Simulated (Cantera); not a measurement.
Feed: 1 mol borazine, a varied amount of O₂, held at 1800 K and 10000 Pa.

Cantera equilibrium calculation (NASA polynomials, part measured and part estimated; ideal gas, pure solids and liquids). Candidate condensed phases: B, BN, B₂O₃, B₃O₃H₃, H₂O; 39 gas species. The feed counts by its element totals alone. Rates play no part.

Problem. At 0.28 mol O₂, list the 4 most abundant gas species with their mole fractions, and the condensed phases.

Solution. H₂ 0.847, N₂ 0.0607, HBO 0.0404, B₂O₃ 0.0240. Condensed: BN(s).
